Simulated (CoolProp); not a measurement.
Vapour-liquid equilibrium of benzene (1) + n-nonane (2) at 1.48 MPa; x and y are mole fractions of (1).

Values from CoolProp's multi-fluid Helmholtz-energy mixture model, Thol 2012 and Lemmon 2006; pair parameters Bell 2016.

```json
[
 {"x": "0.05", "bubble temperature, mixture model (°C)": "283.5", "bubble temperature, Raoult's law (°C)": "282.7", "y, mixture model": "0.100", "y, Raoult's law": "0.153"},
 {"x": "0.125", "bubble temperature, mixture model (°C)": "273.2", "bubble temperature, Raoult's law (°C)": "272.0", "y, mixture model": "0.244", "y, Raoult's law": "0.335"},
 {"x": "0.2", "bubble temperature, mixture model (°C)": "263.6", "bubble temperature, Raoult's law (°C)": "262.5", "y, mixture model": "0.372", "y, Raoult's law": "0.475"},
 {"x": "0.275", "bubble temperature, mixture model (°C)": "254.8", "bubble temperature, Raoult's law (°C)": "254.0", "y, mixture model": "0.482", "y, Raoult's law": "0.585"},
 {"x": "0.35", "bubble temperature, mixture model (°C)": "246.9", "bubble temperature, Raoult's law (°C)": "246.3", "y, mixture model": "0.574", "y, Raoult's law": "0.672"},
 {"x": "0.425", "bubble temperature, mixture model (°C)": "239.8", "bubble temperature, Raoult's law (°C)": "239.3", "y, mixture model": "0.652", "y, Raoult's law": "0.742"},
 {"x": "0.5", "bubble temperature, mixture model (°C)": "233.4", "bubble temperature, Raoult's law (°C)": "233.0", "y, mixture model": "0.718", "y, Raoult's law": "0.799"},
 {"x": "0.575", "bubble temperature, mixture model (°C)": "227.6", "bubble temperature, Raoult's law (°C)": "227.2", "y, mixture model": "0.775", "y, Raoult's law": "0.846"},
 {"x": "0.65", "bubble temperature, mixture model (°C)": "222.2", "bubble temperature, Raoult's law (°C)": "221.9", "y, mixture model": "0.824", "y, Raoult's law": "0.885"},
 {"x": "0.725", "bubble temperature, mixture model (°C)": "217.3", "bubble temperature, Raoult's law (°C)": "217.0", "y, mixture model": "0.869", "y, Raoult's law": "0.917"},
 {"x": "0.8", "bubble temperature, mixture model (°C)": "212.7", "bubble temperature, Raoult's law (°C)": "212.5", "y, mixture model": "0.909", "y, Raoult's law": "0.945"},
 {"x": "0.875", "bubble temperature, mixture model (°C)": "208.4", "bubble temperature, Raoult's law (°C)": "208.2", "y, mixture model": "0.945", "y, Raoult's law": "0.968"},
 {"x": "0.95", "bubble temperature, mixture model (°C)": "204.4", "bubble temperature, Raoult's law (°C)": "204.3", "y, mixture model": "0.979", "y, Raoult's law": "0.988"}
]
```

The largest gap from Raoult's law is +1.2 K in bubble temperature, at x = 0.125. No azeotrope shows between x = 0.05 and 0.95.

The pair parameters rest on a limited set of measurements; away from them the model extrapolates.
